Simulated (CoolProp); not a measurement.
Saturation properties of water (Tc = 647.1 K, pc = 22060 kPa, ω = 0.344).

Values from CoolProp's reference Helmholtz-energy equation of state, Wagner 2002.

| T (K) | p (kPa) | liquid density (kg/m³) | vapour density (kg/m³) | enthalpy of vaporisation (kJ/kg) | liquid cp (kJ/(kg K)) |
|---|---|---|---|---|---|
| 474 | 1583 | 863.7 | 7.997 | 1936 | [?] |
| 488.7 | 2129 | 845.9 | 10.67 | [?] | 4.585 |
| 503.4 | 2810 | 826.8 | 14.05 | [?] | 4.690 |
| 518.1 | 3648 | 806.3 | [?] | 1741 | 4.819 |
| 532.8 | 4666 | 784.2 | 23.57 | 1664 | 4.981 |
| 547.4 | 5878 | 760.3 | 30.14 | 1579 | 5.190 |
| 562.1 | 7329 | [?] | 38.46 | 1484 | 5.469 |
| 576.8 | 9038 | 704.5 | 49.05 | 1377 | 5.862 |
| 591.5 | 11040 | 671.2 | 62.83 | 1253 | 6.452 |
| 606.2 | 13370 | 632.1 | 81.43 | 1108 | 7.445 |
| 620.9 | 16080 | 583.5 | 108.3 | 925.5 | 9.552 |

### Question
Some entries are withheld; supply them.

### Answer

- 474, liquid cp (kJ/(kg K)): 4.500
- 488.7, enthalpy of vaporisation (kJ/kg): 1876
- 503.4, enthalpy of vaporisation (kJ/kg): 1812
- 518.1, vapour density (kg/m³): 18.28
- 562.1, liquid density (kg/m³): 733.9

It boils at 373.1 K under 1 atm.
